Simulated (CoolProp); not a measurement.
Water along the isotherm 1000 K: fugacity coefficient from the reference equation and from simpler models built on Tc = 647.1 K, pc = 22060 kPa, ω = 0.344; each cubic takes its own stable root.

Model: reference Helmholtz-energy equation of state, Wagner 2002, in CoolProp.

| p (kPa) | phase | reference |
|---|---|---|
| 11100 | gas | 0.9719 |
| 22200 | supercritical | 0.9445 |
| 33300 | supercritical | 0.9179 |
| 44400 | supercritical | 0.8925 |
| 55600 | supercritical | 0.8684 |
| 66700 | supercritical | 0.8460 |
| 77800 | supercritical | 0.8254 |
| 88900 | supercritical | 0.8066 |
| 100000 | supercritical | 0.7896 |

Q: How far does each simpler model (van der Waals, Soave-Redlich-Kwong) lie from the reference over these 9 states: mean and median of the absolute difference, and the worst?

A: 
- van der Waals: mean 8.4 %, median 9.4 %, worst -12.1 % at 1000 K and 100000 kPa
- Soave-Redlich-Kwong: mean 5.7 %, median 5.1 %, worst +12.2 % at 1000 K and 100000 kPa
